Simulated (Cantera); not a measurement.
Charge: 1 mol PbO, 2.3 mol H2O, a varied amount of H2, equilibrated at 1100 °C and 0.300 bar.

These are equilibrium values from Cantera (NASA tables, ideal gas, pure condensed phases), not measurements of a reactor. Candidate condensed phases: H2O, Pb, PbO, PbO2, Pb3O4; 12 gas species. Each liquid is taken as pure. Mutual solubility and eutectic melting of coexisting phases are not modelled. Gases not in the tables: (PbO)n polymers. The numbers say what is thermodynamically allowed, not how fast it happens.

Question: Which condensed phases are stable at each of these points (n(H2) (mol)): 0.89, 1.7, 2.6, 3.4, 4.3, 5.1, 5.9?

Answer: 
| n(H2) (mol) | condensed phases | Pb condensed (%) |
|---|---|---|
| 0.89 | Pb(l) + PbO(l) | 91.4 |
| 1.7 | Pb(l) | 91.3 |
| 2.6 | Pb(l) | 89.3 |
| 3.4 | Pb(l) | 87.5 |
| 4.3 | Pb(l) | 85.6 |
| 5.1 | Pb(l) | 83.8 |
| 5.9 | Pb(l) | 82.1 |

At 0.89 mol H2 the condensed part is Pb(l) + PbO(l). From 1.7 mol H2 to 5.9 mol H2 the condensed part is Pb(l). The share of Pb in condensed phases is highest at 0.89 mol H2 (91.4 %) and lowest at 5.9 mol H2 (82.1 %).
